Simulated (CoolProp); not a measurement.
Vapour-liquid equilibrium of R134a (1) + dimethyl ether (2) at 297.5 K; x and y are mole fractions of (1).

Model: multi-fluid Helmholtz-energy mixture model, Tillner-Roth 1994 and Wu 2011; pair parameters Bell 2016, in CoolProp.

Give the bubble pressure and the first vapour's composition at x = 0.45, 0.75, 0.85. Is there an azeotrope?

x = 0.45: 0.5718 MPa, y = 0.475; x = 0.75: 0.6084 MPa, y = 0.789; x = 0.85: 0.6251 MPa, y = 0.879. y crosses x between x = 0.25 and 0.35: the model has an azeotrope there.

Pair parameters are fitted to limited data, so mixtures are less certain than the pure fluids.
